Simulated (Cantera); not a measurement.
Input: 1 mol SiCl₄, 2.4 mol HCl, 4.7 mol H₂, held at 550 K and 101000 Pa.

Cantera equilibrium calculation (NASA polynomials, part measured and part estimated; ideal gas, pure solids and liquids). Candidate condensed phases: Si; 19 gas species. Rates play no part.

Base state: H₂ 0.580, HCl 0.296, SiCl₄ 0.123 (mole fractions); condensed: gas only.

Q: What changes in the equilibrium state with this change: SiCl₄ replaced by Si?

A: 
| species | before | after |
|---|---|---|
| H₂ | 0.580 | 0.894 |
| SiCl₄ | 0.123 | 0.0586 |
| SiHCl₃ | 1.83e-6 | 0.0455 |
| HCl | 0.296 | 8.72e-6 |
| SiH₂Cl₂ | <1e-9 | 0.00149 |
| Si(s), mol | 0 | 0.322 |
